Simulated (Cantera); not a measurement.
An adiabatic, constant-volume homogeneous reactor starts with C3H8 : O2 : N2 = 1 : 3.57 : 31.8 (molar parts), equivalence ratio 1.4, at 1123 K and 55000 Pa. Integrator tolerance rtol = 1e-08.

Computed with Cantera and GRI-Mech 3.0 (53 species, 325 reactions). GRI-Mech 3.0 was tuned for natural gas; its chemistry of propane as a main component is partial and can be far from experiment.

Problem. What does this change do: initial temperature 1123 to 1075 K?

Solution. 
```csv
quantity,before,after
time of steepest temperature rise,73.0 ms,not reached
temperature at 0.200 s,2273 K,1085 K
equilibrium temperature,2273 K,2234 K
x(C3H8) at 0.200 s,<1e-12 (gas-phase equilibrium <1e-12),0.0213 (gas-phase equilibrium <1e-12)
x(O2) at 0.200 s,2.70e-5 (gas-phase equilibrium 2.70e-5),0.0949 (gas-phase equilibrium 1.61e-5)
x(HCO) at 0.200 s,1.46e-8 (gas-phase equilibrium 1.46e-8),3.44e-9 (gas-phase equilibrium 1.28e-8)
x(N2O) at 0.200 s,1.04e-8 (gas-phase equilibrium 1.06e-8),3.92e-10 (gas-phase equilibrium 7.64e-9)
x(H2O2) at 0.200 s,1.82e-9 (gas-phase equilibrium 1.82e-9),9.10e-6 (gas-phase equilibrium 1.28e-9)
```
